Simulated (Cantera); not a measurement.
Cantera with NASA thermochemical tables; ideal gases at 1 bar, condensed phases pure. Values are per mole of reaction as written; species without (g) are pure solids or liquids, kept so even where they would boil at 1 bar.

2 S + Ni₃S₄ = 3 NiS₂

| T (K) | ΔH° (kJ) | ΔS° (J/K) | ΔG° (kJ) | log10 K | condensed phases |
|---|---|---|---|---|---|
| 350 | -93.1 | -35.0 | -80.9 | 12.07 | S(s), Ni₃S₄(s), NiS₂(s) |
| 375 | -94.1 | -37.6 | -80.0 | 11.14 | S(s), Ni₃S₄(s), NiS₂(s) |
| 400 | -98.0 | -47.6 | -78.9 | 10.31 | S(l), Ni₃S₄(s), NiS₂(s) |
| 425 | … | … | … | … | S(l), Ni₃S₄(s), NiS₂(s) |
| 450 | … | … | … | … | S(l), Ni₃S₄(s), NiS₂(s) |
| 475 | … | … | … | … | S(l), Ni₃S₄(s), NiS₂(s) |
| 500 | -102.3 | -57.2 | -73.7 | 7.70 | S(l), Ni₃S₄(s), NiS₂(s) |
| 525 | -103.6 | -59.7 | -72.2 | 7.19 | S(l), Ni₃S₄(s), NiS₂(s) |
| 550 | -104.9 | -62.1 | -70.7 | 6.72 | S(l), Ni₃S₄(s), NiS₂(s) |
| 575 | -106.1 | -64.4 | -69.1 | 6.28 | S(l), Ni₃S₄(s), NiS₂(s) |
| 600 | -107.4 | -66.5 | -67.5 | 5.88 | S(l), Ni₃S₄(s), NiS₂(s) |

### Question
What belongs in the gaps?

### Answer

- 425, ΔH° (kJ): -98.8
- 425, ΔS° (J/K): -49.7
- 425, ΔG° (kJ): -77.7
- 425, log10 K: 9.55
- 450, ΔH° (kJ): -99.9
- 450, ΔS° (J/K): -52.1
- 450, ΔG° (kJ): -76.4
- 450, log10 K: 8.87
- 475, ΔH° (kJ): -101.1
- 475, ΔS° (J/K): -54.7
- 475, ΔG° (kJ): -75.1
- 475, log10 K: 8.26
